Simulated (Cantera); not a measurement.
A closed system holds: 1 mol Nb2O5, 24 mol H2, at 1698.15 K and 0.110 bar.

Method: chemical equilibrium by Gibbs-energy minimisation in Cantera with the NASA 1993 tables (ideal gas, pure condensed phases). Candidate condensed phases: H2O, Nb, NbO, NbO2, Nb2O5; 12 gas species. Condensed phases not in the tables: the oxides between NbO2 and Nb2O5. Rates play no part.

Base state: H2 0.958, H2O 0.0417, H 0.000427 (mole fractions); condensed: NbO2(s).

Question: What changes in the equilibrium state with this change: Nb2O5 replaced by Al2O3?

Answer: 
```
species          before     after
-------------  --------  --------
H2                0.958     1.000
H              0.000427  0.000437
H2O              0.0417   8.45e-6
NbO2(s), mol       2.00         0
Al2O3(s), mol         0     1.000
```
Further candidate phases: Al, Al2O3.
